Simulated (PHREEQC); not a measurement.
0.063 g of hydrous ferric oxide (600 m²/g; 0.2 weak and 0.005 strong sites per Fe, Dzombak-Morel constants, diffuse double layer) in 1 kg of water with 0.01 mol/kgw of an inert sodium salt and 0.016 mmol/kgw CuCl2, at 25 °C; the pH is set by adding NaOH or the inert anion's acid. Oxygen alone is held at its pressure in air (log pO2 = -0.68). CO2 from the air is kept out. No solid was allowed to form.

Base run: PHREEQC, ion-association model, wateq4f.dat. Each further column changes one thing. The table gives surface charge σ (C/m²).

| pH | base | background salt from 0.01 to 0.001 mol/kgw | oxide from 0.063 to 0.32 g/kgw | 2.1e-05 mol/kgw CuSO4 added |
|---|---|---|---|---|
| 3 | 0.325 | 0.254 | 0.325 | 0.235 |
| 3.5 | 0.275 | 0.176 | 0.276 | 0.200 |
| 4 | 0.216 | 0.119 | 0.217 | 0.157 |
| 5 | 0.115 | 0.052 | 0.115 | 0.081 |
| 5.5 | 0.081 | 0.034 | 0.078 | 0.060 |
| 6 | 0.057 | 0.022 | 0.051 | 0.048 |
| 6.5 | 0.037 | 0.014 | 0.032 | 0.039 |
| 7.5 | 0.012 | 0.004 | 0.009 | 0.018 |
| 8 | 0.004 | 0.001 | 0.002 | 0.009 |
| 8.5 | -0.002 | -0.001 | -0.005 | 0.002 |
| 9 | -0.009 | -0.003 | -0.012 | -0.004 |
| 10 | -0.032 | -0.012 | -0.039 | -0.022 |
| 10.5 | -0.052 | -0.023 | -0.062 | -0.038 |
| 11 | -0.082 | -0.044 | -0.096 | -0.062 |

The database's constant for dissolved Cu(OH)2 is higher than later reviews accept. The oxide is taken as insoluble; below pH 4 it would dissolve.
